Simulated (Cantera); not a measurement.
A freely propagating, adiabatic, planar premixed flame of 10.4 % CH₄, 18.8 % O₂, 70.8 % N₂, equivalence ratio 1.1, unburnt at 325 K and 180000 Pa; mixture-averaged transport, grid criteria slope 0.08 and curve 0.16, no radiation.

Computed with Cantera and GRI-Mech 3.0 (53 species, 325 reactions). Burning velocities carry a grid error of a few per cent, more on coarse grids.

x: mole fraction of selected species; z is measured from the peak of heat release.

| z (mm) | T (K) | u (m/s) | x CH₄ | x O₂ | x HO₂ | x OH | x CH₃ | x CO₂ |
|---|---|---|---|---|---|---|---|---|
| -0.833 | 325 | 0.355 | 0.103 | 0.188 | 1.38e-8 | <1e-8 | <1e-8 | 9.52e-8 |
| -0.555 | 327 | 0.358 | 0.103 | 0.188 | 2.52e-7 | <1e-8 | 1.10e-8 | 2.78e-6 |
| -0.416 | 336 | 0.369 | 0.102 | 0.187 | 1.68e-6 | <1e-8 | 6.29e-8 | 2.56e-5 |
| -0.278 | 424 | 0.469 | 0.0964 | 0.181 | 2.26e-5 | 1.74e-7 | 1.07e-6 | 0.000515 |
| -0.139 | 939 | 1.06 | 0.0648 | 0.138 | 0.000150 | 1.51e-5 | 0.000168 | 0.00724 |
| -0.0694 | 1394 | 1.58 | 0.0344 | 0.0927 | 0.000154 | 0.000167 | 0.00137 | 0.0175 |
| 0 | ___ | 2.05 | ___ | ___ | ___ | ___ | ___ | ___ |
| 0.0694 | 1954 | 2.22 | 0.000394 | 0.0181 | 1.21e-5 | 0.00487 | 0.000210 | 0.0491 |
| 0.139 | 2002 | 2.27 | 1.08e-5 | 0.0106 | 5.69e-6 | 0.00620 | 6.97e-6 | 0.0592 |
| 0.278 | 2054 | 2.32 | 1.82e-8 | 0.00698 | 3.65e-6 | 0.00614 | 1.37e-8 | 0.0667 |
| 0.555 | 2112 | 2.37 | <1e-8 | 0.00475 | 2.25e-6 | 0.00529 | <1e-8 | 0.0699 |
| 1.11 | 2165 | 2.43 | <1e-8 | 0.00282 | 1.17e-6 | 0.00409 | <1e-8 | 0.0720 |
| 2.22 | 2203 | 2.46 | <1e-8 | ___ | ___ | ___ | <1e-8 | 0.0737 |

### Question
What belongs in the gaps?

### Answer

- 0, T (K): 1797
- 0, x CH₄: 0.00730
- 0, x O₂: 0.0437
- 0, x HO₂: 7.19e-5
- 0, x OH: 0.00164
- 0, x CH₃: 0.00191
- 0, x CO₂: 0.0333
- 2.22, x O₂: 0.00142
- 2.22, x HO₂: 5.14e-7
- 2.22, x OH: 0.00289
